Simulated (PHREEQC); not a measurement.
## Leach liquor

Dissolve 0.0084 mol H2SO4, 0.0015 mol MnSO4 and 0.0094 mol Na2SO4 per kg of water at 20 °C. Closed to the air; pH follows from the charge balance.

Computed with PHREEQC (ion-association model, wateq4f.dat).

Each row changes one thing in this solution. Precipitation was switched off in this run.

```
case                                    pH  ionic strength (mol/kgw)  SO4-2 (mol/kgw)  HSO4- (mol/kgw)  Mn+2 (mol/kgw)  NaSO4- (mol/kgw)  SI of Mirabilite (Na2SO4:10H2O)  SI of Pyrochroite (Mn(OH)2)
------------------------------------  ----  ------------------------  ---------------  ---------------  --------------  ----------------  -------------------------------  ---------------------------
as made                               2.03                    0.0447           0.0124          0.00588         0.00102          0.000525                            -4.51                       -14.44
diluted 2-fold with water             2.26                    0.0242          0.00707          0.00220        0.000549          0.000177                            -5.25                       -14.18
MnSO4 from 0.0015 to 0.00015 mol/kgw  2.02                    0.0413           0.0117          0.00572        0.000102          0.000504                            -4.53                       -15.44
diluted 100-fold with water           3.79                  0.000587         0.000190          2.47e-6         1.46e-5           1.55e-7                            -9.89                       -12.50
0.0039 mol/kgw Na2CO3 added           2.32                    0.0488           0.0145          0.00343        0.000981          0.000843                            -4.17                       -13.88
0.013 mol/kgw NH4F added              2.46                    0.0518           0.0147          0.00247        0.000983          0.000593                            -4.47                       -13.60
```
